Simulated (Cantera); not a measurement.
# Gas-phase reforming

An isothermal, constant-pressure homogeneous reactor starts with CH₄ : CO₂ : H₂ = 1 : 0.78 : 0.88 (molar parts), at 1825 K and 101000 Pa.

Detailed kinetics in Cantera: GRI-Mech 3.0 (53 species, 325 reactions).

```json
[
 {"t (s)": "0.000600", "x CH₄": "0.281", "x CO₂": "0.252", "x H₂": "0.384", "x CO": "0.0244", "x CH₃": "0.00272", "x H": "0.000191", "x C₂H₂": "0.0253"},
 {"t (s)": "0.00151", "x CH₄": "0.197", "x CO₂": "0.199", "x H₂": "0.424", "x CO": "0.0594", "x CH₃": "0.00199", "x H": "0.000217", "x C₂H₂": "0.0588"},
 {"t (s)": "0.00382", "x CH₄": "0.108", "x CO₂": "0.116", "x H₂": "0.441", "x CO": "0.124", "x CH₃": "0.00120", "x H": "0.000246", "x C₂H₂": "0.0920"},
 {"t (s)": "0.00964", "x CH₄": "0.0473", "x CO₂": "0.0407", "x H₂": "0.438", "x CO": "0.192", "x CH₃": "0.000597", "x H": "0.000277", "x C₂H₂": "0.111"},
 {"t (s)": "0.0243", "x CH₄": "0.0237", "x CO₂": "0.0203", "x H₂": "0.463", "x CO": "0.222", "x CH₃": "0.000315", "x H": "0.000307", "x C₂H₂": "0.108"},
 {"t (s)": "0.0614", "x CH₄": "0.0175", "x CO₂": "0.0161", "x H₂": "0.501", "x CO": "0.251", "x CH₃": "0.000224", "x H": "0.000320", "x C₂H₂": "0.0892"},
 {"t (s)": "0.155", "x CH₄": "0.0129", "x CO₂": "0.0107", "x H₂": "0.544", "x CO": "0.287", "x CH₃": "0.000157", "x H": "0.000330", "x C₂H₂": "0.0649"},
 {"t (s)": "0.391", "x CH₄": "0.00846", "x CO₂": "0.00547", "x H₂": "0.583", "x CO": "0.320", "x CH₃": "9.89e-5", "x H": "0.000339", "x C₂H₂": "0.0434"},
 {"t (s)": "0.986", "x CH₄": "0.00530", "x CO₂": "0.00184", "x H₂": "0.608", "x CO": "0.342", "x CH₃": "6.04e-5", "x H": "0.000344", "x C₂H₂": "0.0295"},
 {"t (s)": "2.49", "x CH₄": "0.00384", "x CO₂": "0.000259", "x H₂": "0.619", "x CO": "0.351", "x CH₃": "4.33e-5", "x H": "0.000347", "x C₂H₂": "0.0237"},
 {"t (s)": "6.28", "x CH₄": "0.00359", "x CO₂": "3.77e-6", "x H₂": "0.620", "x CO": "0.353", "x CH₃": "4.04e-5", "x H": "0.000347", "x C₂H₂": "0.0228"},
 {"t (s)": "15.9", "x CH₄": "0.00359", "x CO₂": "6.09e-7", "x H₂": "0.620", "x CO": "0.353", "x CH₃": "4.04e-5", "x H": "0.000347", "x C₂H₂": "0.0228"},
 {"t (s)": "40.0", "x CH₄": "0.00359", "x CO₂": "6.09e-7", "x H₂": "0.620", "x CO": "0.353", "x CH₃": "4.04e-5", "x H": "0.000347", "x C₂H₂": "0.0228"}
]
```
x: mole fraction; the columns are a selection and need not sum to one.

Equilibrium at this temperature and pressure: CH₄ 0.00359, CO₂ 6.14e-7, H₂ 0.620, CO 0.353, CH₃ 4.04e-5, H 0.000347, C₂H₂ 0.0228 (gas phase only).
